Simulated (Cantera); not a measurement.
Feed: 1 mol Al, 6.8 mol Cl2, 2.5 mol H2, at 875 K and 7.90 mbar.

Equilibrium computed with Cantera from the NASA thermochemical tables; the gas is ideal and each condensed phase is pure. Candidate condensed phases: Al, AlCl3; 12 gas species. Rates play no part.

Base state: HCl 0.568, Cl2 0.318, AlCl3 0.113, Cl 0.000292, Al2Cl6 7.45e-5 (mole fractions); condensed: gas only.

### Question
What changes in the equilibrium state with this change: temperature from 875 K to 525 K?

### Answer
| species | before | after |
|---|---|---|
| HCl | 0.568 | 0.599 |
| Cl2 | 0.318 | 0.335 |
| Al2Cl6 | 7.45e-5 | 0.0538 |
| AlCl3 | 0.113 | 0.0122 |
| Cl | 0.000292 | 3.81e-9 |

### Question
What changes in the equilibrium state with this change: temperature from 875 K to 650 K?

### Answer
```csv
species,before,after
HCl,0.568,0.576
Cl2,0.318,0.322
AlCl3,0.113,0.0887
Al2Cl6,7.45e-5,0.0132
Cl,0.000292,8.30e-7
```
